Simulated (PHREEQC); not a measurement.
A PHREEQC speciation (ion-association model, wateq4f.dat) at 25 °C gives pH 3.36 and these molalities:

```csv
species,mol/kgw
Zn+2,0.136
ZnSO4,0.109
SO4-2,0.0803
Zn(SO4)2-2,0.0547
Cl-,0.00147
HSO4-,0.00103
H+,0.000574
ZnCl+,0.000130
```

### Question
What are the element totals, and what could have been dissolved in 1 kg of water to give them?

### Answer
This is not unique; one that fits is totals Cl 0.00160, S(6) 0.300, Zn 0.300 mol/kgw, from 0.0016 mol HCl and 0.3 mol ZnSO4 per kg of water.

No solid was allowed to form.
